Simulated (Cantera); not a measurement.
Hydrocarbon pyrolysis for carbon deposition

An isothermal, constant-pressure homogeneous reactor starts with 17.9 % C2H4, 82.1 % H2, at 1723 K and 100.0 Torr.

Detailed kinetics in Cantera: GRI-Mech 3.0 (53 species, 325 reactions). GRI-Mech 3.0 was tuned for natural gas; its chemistry of ethylene as a main component is partial and can be far from experiment. GRI-Mech 3.0 stops at C3 and has no aromatics, soot or wall deposition, so with more carbon than oxygen in the feed, carbon stays in small species such as C2H2 where larger ones or solid carbon would form.

```tsv
t (s)	x C2H4	x H2	x C2H2	x C2H6	x CH4	x C2H
2.00e-5	0.178	0.822	0.000414	1.52e-8	1.29e-9	4.10e-12
7.87e-5	0.177	0.822	0.00167	1.23e-7	5.08e-8	6.56e-11
0.000310	0.170	0.823	0.00722	1.00e-6	1.71e-6	1.11e-9
0.00122	0.138	0.827	0.0340	3.46e-6	3.45e-5	1.48e-8
0.00479	0.0519	0.840	0.107	1.90e-6	0.000176	6.73e-8
0.0189	0.000747	0.848	0.151	6.58e-8	0.000295	4.07e-7
0.0742	0.000689	0.848	0.151	6.60e-8	0.000448	5.16e-7
0.292	0.000688	0.847	0.151	7.04e-8	0.00105	5.15e-7
1.15	0.000684	0.846	0.150	1.05e-7	0.00287	5.11e-7
4.52	0.000682	0.845	0.149	1.51e-7	0.00418	5.08e-7
17.8	0.000682	0.845	0.149	1.52e-7	0.00420	5.08e-7
70.0	0.000682	0.845	0.149	1.52e-7	0.00420	5.08e-7
```
x: mole fraction; the columns are a selection and need not sum to one.

Equilibrium at this temperature and pressure: C2H4 0.000682, H2 0.845, C2H2 0.149, C2H6 1.52e-7, CH4 0.00420, C2H 5.08e-7 (gas phase only).
